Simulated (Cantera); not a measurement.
Charge: 1 mol SiH₂Cl₂, 0.0094 mol C₃H₈, 1.5 mol H₂, at 0.00110 bar.

Method: chemical equilibrium by Gibbs-energy minimisation in Cantera with the NASA 1993 tables (ideal gas, pure condensed phases). Candidate condensed phases: C, C₆H₆, C₇H₈, C₈H₁₈, Si, SiC; 109 gas species. Mutual solubility and eutectic melting of coexisting phases are not modelled. Gases not in the tables: Si₂H₆ and higher silanes. The numbers say what is thermodynamically allowed, not how fast it happens.

What share of the Si ends up in condensed phases as a function of T (°C), at 1075, 1175, 1275, 1375, 1475, 1575, 1675, 1775, 1875, 1975, 2075, 2175, 2275?


```
T (°C)  Si condensed (%)              as
------  ----------------  --------------
1075                36.8  Si(s) + SiC(s)
1175                34.7  Si(s) + SiC(s)
1275                33.5  Si(s) + SiC(s)
1375                32.4  Si(s) + SiC(s)
1475                32.7  Si(l) + SiC(s)
1575                32.5  Si(l) + SiC(s)
1675                27.4  Si(l) + SiC(s)
1775                 5.9  Si(l) + SiC(s)
1875                 0.5          SiC(s)
1975                 0.0               -
2075                 0.0               -
2175                 0.0               -
2275                 0.0               -
```
